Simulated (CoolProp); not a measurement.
Values from CoolProp's reference Helmholtz-energy equation of state, Lemmon 2006. It is a short technical equation, of lower accuracy than the large ones.

Q: For carbon monoxide, give the phase and the density (kg/m³), cp (kJ/(kg K)), cv (kJ/(kg K)), speed of sound (m/s) at -8.35 °C and 4900 kPa.

A: 
- -8.35 °C and 4900 kPa: supercritical; density 64.2, cp 1.16, cv 0.759, speed of sound 339
